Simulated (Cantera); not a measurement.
Charge: 1 mol PbO, 2 mol N2, at 750 K and 520 Pa.

Cantera equilibrium calculation (NASA polynomials, part measured and part estimated; ideal gas, pure solids and liquids). Candidate condensed phases: Pb, PbO, PbO2, Pb3O4; 12 gas species. Rates play no part.

Base state: N2 1.00 (mole fractions); condensed: PbO(red).

### Question
What changes in the equilibrium state with this change: PbO replaced by Hg?

### Answer
| species | before | after |
|---|---|---|
| N2 | 1.00 | 0.667 |
| Hg | 0 | 0.333 |
| PbO(red), mol | 1.00 | 0 |
Further candidate phases: Hg.

### Question
What changes in the equilibrium state with this change: 0.62 mol CH4 added?

### Answer
```
species        before     after
-------------  ------  --------
N2               1.00     0.519
H2                  0     0.288
CO                  0    0.0942
CO2                 0    0.0661
H2O                 0    0.0330
CH4                 0  0.000533
PbO(red), mol    1.00         0
Pb(l), mol          0     1.000
```
Further candidate phases: C, C6H6, C7H8, C8H18, H2O.
